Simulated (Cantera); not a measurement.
Feed: 1 mol HgO, 0.32 mol O2, 7.1 mol H2, equilibrated at 850 K and 0.390 bar.

Cantera equilibrium calculation (NASA polynomials, part measured and part estimated; ideal gas, pure solids and liquids). Candidate condensed phases: H2O, Hg, HgO; 10 gas species. Kinetics and transport are ignored.

What is the equilibrium state?


* **x(H2)**: 0.674
* **x(H2O)**: 0.202
* **x(Hg)**: 0.123
* **gas amount**: 8.100 mol
* **log10 activity of Hg(l) (absent)**: -2.58
